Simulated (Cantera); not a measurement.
What does this Cantera script print?

```python
import numpy as np
import cantera as ct

gas_names = """
    H HO2 H2 H2O H2O2 O OH O2 O3 Ti TiO TiO2
""".split()
cond_names = """
    H2O(s) H2O(L) Ti(a) Ti(b) Ti(L) TiO(a) TiO(b) TiO(L) TiO2(ru) TiO2(L) Ti2O3(a) Ti2O3(b) Ti2O3(L)
    Ti3O5(a) Ti3O5(b) Ti3O5(L) Ti4O7(s) Ti4O7(L)
""".split()


# ... load() reads the species with a 1 bar reference pressure and builds the phases ...
atoms = {
    'TiO2': {'Ti': 1, 'O': 2},
    'H2': {'H': 2},
}
top_T = {}  # K; cautious upper limits of use, not melting points


# ... equilibrate(T, P, feed) seeds the gas with the atoms and calls Mixture.equilibrate('TP', solver="vcs", rtol=1e-11, max_steps=5000) ...
results = []
feed = {'TiO2': 1, 'H2': 390}  # mol
P = 490  # Pa
for T in [1500, 1525, 1550, 1575, 1600, 1625, 1650, 1675, 1700, 1725, 1750]:
    mix = equilibrate(T, P, feed)
    results.append((T, P, feed, dict(zip(mix.species_names, mix.species_moles))))

top = {s: max(r[3][s] / sum(r[3][g] for g in gas_names) for r in results) for s in gas_names}
cols = sorted((s for s in top if top[s] > 0.0001), key=lambda s: -top[s])[:5]
seen = [c for c in cond_names if any(r[3].get(c, 0) > 1e-12 for r in results)]
print("log10 of partial pressures in bar; condensed amounts in mol")
print(f"{'T/K':>10s}" + "".join(f"{s[:9]:>10s}" for s in cols + seen))
for T, P, feed, n in results:
    ng = sum(n[g] for g in gas_names)
    print(f"{T:10.4g}" + "".join(f"{np.log10(max(n[s] / ng * P / 1e5, 1e-99)):10.3f}" for s in cols)
          + "".join(f"{n.get(c, 0):10.4g}" for c in seen))
```

It prints:

```
log10 of partial pressures in bar; condensed amounts in mol
       T/K        H2         H       H2O  Ti2O3(b)  Ti3O5(b)
      1500    -2.310    -5.910    -5.378         0    0.3333
      1525    -2.310    -5.781    -5.378         0    0.3333
      1550    -2.310    -5.657    -5.378         0    0.3333
      1575    -2.310    -5.537    -5.378         0    0.3333
      1600    -2.311    -5.420    -5.378         0    0.3333
      1625    -2.311    -5.307    -5.378         0    0.3333
      1650    -2.311    -5.197    -5.378         0    0.3333
      1675    -2.311    -5.091    -5.352   0.06244    0.2917
      1700    -2.311    -4.987    -5.299    0.2008    0.1995
      1725    -2.311    -4.887    -5.248    0.3516   0.09891
      1750    -2.312    -4.789    -5.203    0.4999         0
```

Method: chemical equilibrium by Gibbs-energy minimisation in Cantera with the NASA 1993 tables (ideal gas, pure condensed phases). Mutual solubility and eutectic melting of coexisting phases are not modelled.
